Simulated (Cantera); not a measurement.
Input: 1 mol Fe2O3, 0.51 mol HCl, held at 45.8 Torr.

Equilibrium computed with Cantera from the NASA thermochemical tables; the gas is ideal and each condensed phase is pure. Candidate condensed phases: Fe, FeCl2, FeCl3, FeO, Fe(OH)2, Fe(OH)3, Fe2O3, Fe3O4, H2O; 22 gas species. Kinetics and transport are ignored.

Task: At 675 °C, list the 5 most abundant gas species with their mole fractions, and the condensed phases.

Result: HCl 0.946, H2O 0.0317, FeCl3 0.0178, FeCl2 0.00312, Cl2 0.00157. Condensed: Fe2O3(s).
